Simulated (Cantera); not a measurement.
A closed system holds: 1 mol SiC, 0.0015 mol O₂, 75 mol H₂, 0.48 mol CO₂, held at 1825 K and 48.8 Torr.

Equilibrium computed with Cantera from the NASA thermochemical tables; the gas is ideal and each condensed phase is pure. Candidate condensed phases: C, C₆H₆, C₇H₈, C₈H₁₈, H₂O, Si, SiC, SiO₂; 123 gas species. Kinetics and transport are ignored.

Base state: H₂ 0.986, CO 0.00949, SiO 0.00317, H 0.00171, Si 1.41e-5 (mole fractions); condensed: SiC(s).

**Question.** What changes in the equilibrium state with this change: pressure from 48.8 Torr to 158 Torr?

**Answer.** 
| species | before | after |
|---|---|---|
| H₂ | 0.986 | 0.986 |
| CO | 0.00949 | 0.00949 |
| SiO | 0.00317 | 0.00318 |
| H | 0.00171 | 0.000954 |
| CH₄ | 5.98e-6 | 1.93e-5 |
| Si | 1.41e-5 | 4.38e-6 |
| SiC(s), mol | 0.757 | 0.757 |

**Question.** What changes in the equilibrium state with this change: SiC replaced by Si₃N₄?

**Answer.** 
```
species       before    after
-----------  -------  -------
H₂             0.986    0.960
N₂                 0   0.0256
SiO          0.00317   0.0110
CO           0.00949  0.00134
HCN                0  2.93e-5
Si           1.41e-5  7.00e-5
SiH          3.80e-6  1.86e-5
SiC(s), mol    0.757    0.373
Si(l), mol         0     1.76
```
Mutual solubility and eutectic melting of coexisting phases are not modelled. Gases not in the tables: Si₂H₆ and higher silanes. Further candidate phases: Si₂N₂O, Si₃N₄.
